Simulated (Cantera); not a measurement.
# B + Cl2 + H2 (chemical vapour transport)

A closed system holds: 1 mol B, 0.028 mol Cl2, 0.15 mol H2, held at 1125 K and 10.0 mbar.

Cantera equilibrium calculation (NASA polynomials, part measured and part estimated; ideal gas, pure solids and liquids). Candidate condensed phases: B; 13 gas species. The tables' values for BCl2 are old estimates; treat these amounts as uncertain. Gases not in the tables: BHCl2. Kinetics and transport are ignored.

```json
{
 "x(H2)": "0.783",
 "x(HCl)": "0.164",
 "x(BCl3)": "0.0531",
 "x(BCl2)": "1.09e-5",
 "n(B(s))": "0.991 mol",
 "gas_amount": "0.1734 mol"
}
```
